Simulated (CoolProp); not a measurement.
The numbers come from the reference Helmholtz-energy equation of state, Bücker 2006 in CoolProp.

Q: Give the vapour pressure (MPa), vapour density (kg/m³), enthalpy of vaporisation (kJ/kg), vapour viscosity (µPa s) of saturated n-butane at 9.05 °C.

A: 
```
T (°C)  p (MPa)  vapour density (kg/m³)  enthalpy of vaporisation (kJ/kg)  vapour viscosity (µPa s)
------  -------  ----------------------  --------------------------------  ------------------------
9.05      0.144                    3.75                               377                      6.99
```

Viscosity comes from a separate model (Vogel 1999).
